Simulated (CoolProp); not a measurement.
A closed Brayton cycle with carbon dioxide: compressor inlet 314.15 K and 10 MPa, high pressure 32.9 MPa, turbine inlet 985 K, compressor efficiency 0.85, turbine efficiency 0.93, recuperator effectiveness 0.9 (on enthalpy, no pinch check). Each further row changes one setting.

Computed with CoolProp (reference Helmholtz-energy equation of state, Span 1996).

```json
[
 {"case": "as stated", "thermal efficiency (%)": "…", "net work (kJ/kg)": "156", "compressor to turbine work": "0.20", "compressor exit (K)": "358.4", "turbine exit (K)": "820.8"},
 {"case": "turbine inlet 935 K", "thermal efficiency (%)": "40.7", "net work (kJ/kg)": "145", "compressor to turbine work": "0.21", "compressor exit (K)": "358.4", "turbine exit (K)": "…"},
 {"case": "compressor inlet 324.15 K", "thermal efficiency (%)": "40.8", "net work (kJ/kg)": "…", "compressor to turbine work": "0.27", "compressor exit (K)": "402.3", "turbine exit (K)": "820.8"},
 {"case": "high pressure 28 MPa", "thermal efficiency (%)": "…", "net work (kJ/kg)": "…", "compressor to turbine work": "0.18", "compressor exit (K)": "…", "turbine exit (K)": "842.1"},
 {"case": "recuperator effectiveness 0.5", "thermal efficiency (%)": "…", "net work (kJ/kg)": "156", "compressor to turbine work": "0.20", "compressor exit (K)": "358.4", "turbine exit (K)": "820.8"}
]
```

Q: What belongs in the gaps?

A: 
- as stated, thermal efficiency (%): 41.8
- turbine inlet 935 K, turbine exit (K): 776.3
- compressor inlet 324.15 K, net work (kJ/kg): 141
- high pressure 28 MPa, thermal efficiency (%): 40.0
- high pressure 28 MPa, net work (kJ/kg): 139
- high pressure 28 MPa, compressor exit (K): 351.4
- recuperator effectiveness 0.5, thermal efficiency (%): 26.1
